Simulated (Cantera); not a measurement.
Mixture: CH4 : O2 : N2 = 1 : 2.3 : 8.64 (molar parts), equivalence ratio 0.87, at 21.7 atm, adiabatic and at constant pressure. Ignition delay is the time to a rise of 400 K.

Computed with Cantera and GRI-Mech 3.0 (53 species, 325 reactions). The pressure lies above the range GRI-Mech 3.0 was tuned for (to about 10 atm).

### Question
What does this change do: 0.14 parts H2 added?

### Answer
| quantity | before | after |
|---|---|---|
| delay at 1248 K | 1.06 ms | 0.345 ms |
| delay at 1298 K | 0.613 ms | 0.224 ms |
| delay at 1348 K | 0.365 ms | 0.150 ms |
| delay at 1398 K | 0.223 ms | 0.102 ms |
| delay at 1448 K | 0.139 ms | 70.1 µs |
| delay at 1498 K | 88.5 µs | 48.6 µs |
| delay at 1548 K | 57.4 µs | 33.9 µs |
| apparent activation energy between 1448 and 1548 K | 170 kJ/mol | 140 kJ/mol |

### Question
What does this change do: pressure from 21.7 atm to 0.336 atm?

### Answer
```csv
quantity,before,after
delay at 1248 K,1.06 ms,50.0 ms
delay at 1298 K,0.613 ms,25.2 ms
delay at 1348 K,0.365 ms,13.3 ms
delay at 1398 K,0.223 ms,7.36 ms
delay at 1448 K,0.139 ms,4.29 ms
delay at 1498 K,88.5 µs,2.63 ms
delay at 1548 K,57.4 µs,1.69 ms
apparent activation energy between 1448 and 1548 K,170 kJ/mol,170 kJ/mol
```

### Question
What does this change do: pressure from 21.7 atm to 0.987 atm?

### Answer
```json
[
 {"quantity": "delay at 1248 K", "before": "1.06 ms", "after": "21.8 ms"},
 {"quantity": "delay at 1298 K", "before": "0.613 ms", "after": "11.2 ms"},
 {"quantity": "delay at 1348 K", "before": "0.365 ms", "after": "5.98 ms"},
 {"quantity": "delay at 1398 K", "before": "0.223 ms", "after": "3.31 ms"},
 {"quantity": "delay at 1448 K", "before": "0.139 ms", "after": "1.90 ms"},
 {"quantity": "delay at 1498 K", "before": "88.5 µs", "after": "1.14 ms"},
 {"quantity": "delay at 1548 K", "before": "57.4 µs", "after": "0.707 ms"},
 {"quantity": "apparent activation energy between 1448 and 1548 K", "before": "170 kJ/mol", "after": "180 kJ/mol"}
]
```
